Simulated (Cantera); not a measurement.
Gas mixture: 72.9 % CH4, 10.2 % NH3, 16.9 % C3H8, at 11000 Pa, frozen composition.

Cantera's kinetic-theory transport with the Lennard-Jones parameters of GRI-Mech 3.0, ideal gas; thermal conductivity in the mixture-averaged form. Polar gases are described roughly by these parameters. The composition is frozen, though it would react at the higher temperatures.

One state of this run: ρ (kg/m³) = 0.0197; cp (J/kg/K) = 4992; μ (µPa s) = 34.2; λ (mW/m/K) = 239; Pr = 0.715; D (cm²/s) CH3 = 27.3; D (cm²/s) H2 = 83.9; D (cm²/s) H2O = 31.5. D: mixture-averaged diffusion coefficient of that species in the mixture.

Which value of T (K) does it belong to?
A) 800
B) 400
C) 1200
D) 1400

D, 1400
